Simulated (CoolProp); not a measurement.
Values from CoolProp's reference Helmholtz-energy equation of state, Outcalt 1996. It is a modified Benedict-Webb-Rubin equation, recast in Helmholtz form.

Question: Give the vapour pressure (bar), surface tension (mN/m), liquid viscosity (µPa s), vapour viscosity (µPa s) of saturated R152A at 267.3, 283.1, 330.5 K.

Answer: 
```json
[
 {"T (K)": "267.3", "p (bar)": "2.13", "surface tension (mN/m)": "14.0", "liquid viscosity (µPa s)": "233", "vapour viscosity (µPa s)": "9.96"},
 {"T (K)": "283.1", "p (bar)": "3.72", "surface tension (mN/m)": "11.7", "liquid viscosity (µPa s)": "192", "vapour viscosity (µPa s)": "10.6"},
 {"T (K)": "330.5", "p (bar)": "14.1", "surface tension (mN/m)": "5.58", "liquid viscosity (µPa s)": "110", "vapour viscosity (µPa s)": "12.8"}
]
```

Viscosity comes from a separate model (Bell 2016), an estimate that may be off by 10 % or more. Surface tension comes from a separate correlation (Mulero 2012).
